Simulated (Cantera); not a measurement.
**Gas-phase reforming**

A perfectly stirred reactor is fed with CH4 : H2O = 1 : 0.45 (molar parts), at 1500 Torr; it is held at 1475 K, and followed from long to short residence time.

Cantera simulation using GRI-Mech 3.0 (53 species, 325 reactions); the numbers are that mechanism's predictions, not measurements. GRI-Mech 3.0 stops at C3 and has no aromatics, soot or wall deposition, so with more carbon than oxygen in the feed, carbon stays in small species such as C2H2 where larger ones or solid carbon would form.

```json
[
 {"τ (s)": "5.0", "x CH4": "0.229", "x H2O": "0.179", "x CH2": "1.40e-9", "x H2": "0.438", "x O2": "<1e-12", "x H2O2": "<1e-12", "x C2H2": "0.0863"},
 {"τ (s)": "1.6", "x CH4": "0.270", "x H2O": "0.218", "x CH2": "1.64e-9", "x H2": "0.378", "x O2": "<1e-12", "x H2O2": "<1e-12", "x C2H2": "0.0922"},
 {"τ (s)": "0.50", "x CH4": "0.370", "x H2O": "0.249", "x CH2": "1.66e-9", "x H2": "0.281", "x O2": "<1e-12", "x H2O2": "<1e-12", "x C2H2": "0.0766"},
 {"τ (s)": "0.16", "x CH4": "0.501", "x H2O": "0.277", "x CH2": "1.64e-9", "x H2": "0.164", "x O2": "<1e-12", "x H2O2": "<1e-12", "x C2H2": "0.0462"},
 {"τ (s)": "0.050", "x CH4": "0.604", "x H2O": "0.296", "x CH2": "1.65e-9", "x H2": "0.0720", "x O2": "<1e-12", "x H2O2": "<1e-12", "x C2H2": "0.0182"},
 {"τ (s)": "0.016", "x CH4": "0.659", "x H2O": "0.306", "x CH2": "1.61e-9", "x H2": "0.0237", "x O2": "<1e-12", "x H2O2": "<1e-12", "x C2H2": "0.00401"},
 {"τ (s)": "0.0050", "x CH4": "0.681", "x H2O": "0.310", "x CH2": "1.29e-9", "x H2": "0.00574", "x O2": "<1e-12", "x H2O2": "<1e-12", "x C2H2": "0.000368"},
 {"τ (s)": "0.0016", "x CH4": "0.687", "x H2O": "0.310", "x CH2": "8.05e-10", "x H2": "0.00132", "x O2": "<1e-12", "x H2O2": "<1e-12", "x C2H2": "1.70e-5"},
 {"τ (s)": "0.00050", "x CH4": "0.689", "x H2O": "0.310", "x CH2": "4.76e-10", "x H2": "0.000339", "x O2": "<1e-12", "x H2O2": "<1e-12", "x C2H2": "6.09e-7"}
]
```
x: mole fraction; the columns are a selection and need not sum to one.
